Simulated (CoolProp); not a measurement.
Octamethylcyclotetrasiloxane (D4) along the isotherm 620 K: density (kg/m³) from the reference equation and from simpler models built on Tc = 586.5 K, pc = 13.47 bar, ω = 0.598; each cubic takes its own stable root.

The numbers come from the reference Helmholtz-energy equation of state, Thol 2015 in CoolProp.

```csv
p (bar),phase,reference,van der Waals,Redlich-Kwong
0.612,gas,3.568,3.564,3.569
1.22,gas,7.208,7.192,7.212
1.84,gas,11.03,10.99,11.03
2.45,gas,14.89,14.82,14.91
3.06,gas,18.87,18.77,18.90
3.67,gas,22.98,22.83,23.03
4.29,gas,27.30,27.09,27.36
4.9,gas,31.69,31.42,31.78
5.51,gas,36.25,35.90,36.36
6.12,gas,40.97,40.55,41.12
6.74,gas,45.96,45.46,46.17
```
